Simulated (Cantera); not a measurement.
Input (Python, Cantera):

```python
import numpy as np
import cantera as ct

gas = ct.Solution("h2o2.yaml")
gas.TPX = 350, 1100000, {'H2': 1, 'O2': 0.417, 'N2': 1.57}
inlet = ct.Reservoir(gas, clone=True)
gas.equilibrate("HP")  # start burning
reactor = ct.IdealGasConstPressureReactor(gas, energy="on", clone=False)
exhaust = ct.Reservoir(gas, clone=True)
tau = [0.29, 0.12, 0.05, 0.02, 0.0084, 0.0035, 0.0014, 0.00059, 0.00024, 0.0001][0]
for a, b in ((inlet, reactor), (reactor, exhaust)):
    ct.MassFlowController(a, b, mdot=lambda t: reactor.mass / tau)
net = ct.ReactorNet([reactor])
show = ['H2', 'O2', 'H2O2', 'H2O', 'O', 'OH', 'H']

rows = []
print(f"{'tau/s':>10s}{'T/K':>9s}" + "".join(f"{s:>11s}" for s in show))
for tau in [0.29, 0.12, 0.05, 0.02, 0.0084, 0.0035, 0.0014, 0.00059, 0.00024, 0.0001]:
    net.initial_time = 0.0
    net.advance(30 * tau)
    before = gas.X
    net.advance(40 * tau)
    drift = np.max(np.abs(gas.X - before) / (gas.X + 1e-9))
    rows.append([gas.T, *gas[show].X, drift])
    print(f"{tau:10.3e}{gas.T:9.1f}" + "".join(f"{x:11.3e}" for x in gas[show].X))
```

Output:

```
     tau/s      T/K         H2         O2       H2O2        H2O          O         OH          H
 2.900e-01   2433.1  6.457e-02  4.374e-05  4.267e-08  3.225e-01  2.048e-05  1.378e-03  1.443e-03
 1.200e-01   2432.9  6.458e-02  4.645e-05  4.350e-08  3.225e-01  2.078e-05  1.387e-03  1.453e-03
 5.000e-02   2432.6  6.459e-02  5.282e-05  4.549e-08  3.225e-01  2.150e-05  1.410e-03  1.478e-03
 2.000e-02   2431.6  6.461e-02  6.853e-05  5.052e-08  3.224e-01  2.334e-05  1.467e-03  1.540e-03
 8.400e-03   2429.6  6.467e-02  1.018e-04  6.172e-08  3.221e-01  2.752e-05  1.587e-03  1.673e-03
 3.500e-03   2425.5  6.478e-02  1.709e-04  8.702e-08  3.216e-01  3.731e-05  1.836e-03  1.951e-03
 1.400e-03   2417.2  6.501e-02  3.128e-04  1.442e-07  3.206e-01  6.096e-05  2.321e-03  2.507e-03
 5.900e-04   2403.6  6.541e-02  5.616e-04  2.495e-07  3.189e-01  1.096e-04  3.064e-03  3.399e-03
 2.400e-04   2381.2  6.616e-02  1.031e-03  4.372e-07  3.162e-01  2.132e-04  4.171e-03  4.846e-03
 1.000e-04   2347.8  6.743e-02  1.833e-03  7.101e-07  3.121e-01  4.087e-04  5.571e-03  6.952e-03
```

Computed with Cantera and the H2/O2 subset of GRI-Mech 3.0, which has no nitrogen chemistry. The hydrogen kinetics of GRI-Mech 3.0 are dated; newer H2 mechanisms differ, most at raised pressure.
